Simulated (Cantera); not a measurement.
Cantera run:

```python
import numpy as np
import cantera as ct

gas_names = """
    Fe2CL6 FeCL2 O3
""".split()
cond_names = """
    FeO(s) FeO(L)
""".split()


# ... load() reads the species with a 1 bar reference pressure and builds the phases ...
species = {s.name: s for s in load("nasa_gas.yaml", gas_names) + load("nasa_condensed.yaml", cond_names)}
# Each term lists the table entries of one substance; the one whose range holds T is used.
reactions = {
    '3 Fe2Cl6(g) + 3 FeO = 9 FeCl2(g) + O3(g)':
        [(-3, ['Fe2CL6']), (-3, ['FeO(s)', 'FeO(L)']), (9, ['FeCL2']), (1, ['O3'])],
}


def pick(names, T):
    return next(species[n] for n in names if species[n].thermo.min_temp <= T <= species[n].thermo.max_temp)


results = []
for label, terms in reactions.items():
    print(label)
    print("     T/K   dH/kJ  dS/(J/K)   dG/kJ   log10 K")
    for T in [1100, 1300, 1500, 1700, 1900, 2100, 2300, 2500, 2700]:
        used = [(nu, pick(names, T)) for nu, names in terms]
        dH = sum(nu * s.thermo.h(T) for nu, s in used) / 1e6
        dS = sum(nu * s.thermo.s(T) for nu, s in used) / 1e3
        dG = dH - T * dS / 1e3
        logK = -dG * 1e6 / (ct.gas_constant * T * np.log(10))
        results.append((label, T, dH, dS, dG, logK, [s.name for _, s in used]))
        print(f"{T:8g} {dH:8.1f} {dS:8.1f} {dG:8.1f} {logK:8.2f}")
```

Output:

```
3 Fe2Cl6(g) + 3 FeO = 9 FeCl2(g) + O3(g)
     T/K   dH/kJ  dS/(J/K)   dG/kJ   log10 K
    1100   1565.6    998.0    467.9   -22.22
    1300   1544.6    980.4    270.1   -10.85
    1500   1524.2    965.8     75.5    -2.63
    1700   1432.0    909.5   -114.2     3.51
    1900   1411.8    898.3   -294.9     8.11
    2100   1393.4    889.1   -473.6    11.78
    2300   1376.8    881.5   -650.7    14.78
    2500   1361.7    875.2   -826.3    17.26
    2700   1347.9    869.9  -1000.8    19.36
```

Standard-state values (1 bar) from the NASA 1993 polynomials, evaluated with Cantera. FeO: taken at fixed stoichiometry. Condensed species are held in their standard states even where they would react or evaporate.
